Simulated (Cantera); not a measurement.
A closed system holds: 1 mol MgCl2, 0.17 mol O2, 8.4 mol H2, held at 0.323 Torr.

Equilibrium computed with Cantera from the NASA thermochemical tables; the gas is ideal and each condensed phase is pure. Candidate condensed phases: H2O, Mg, MgCl2, MgO, Mg(OH)2; 22 gas species. The tables' values for MgH are old estimates; treat these amounts as uncertain. Kinetics and transport are ignored. All values below are at 1527 °C.

Base state: H2 0.743, HCl 0.134, Mg 0.0535, MgCl2 0.0311, H2O 0.0203, H 0.0149, Cl 0.00205, MgCl 0.00156 (mole fractions); condensed: MgO(s).

What changes in the equilibrium state with this change: O2 from 0.17 to 0.41 mol?


```csv
species,before,after
H2,0.743,0.738
HCl,0.134,0.154
H2O,0.0203,0.0359
Mg,0.0535,0.0300
MgCl2,0.0311,0.0234
H,0.0149,0.0148
MgH,1.30e-5,7.24e-6
OH,2.68e-5,4.77e-5
"MgO(s), mol",0.136,0.468
```
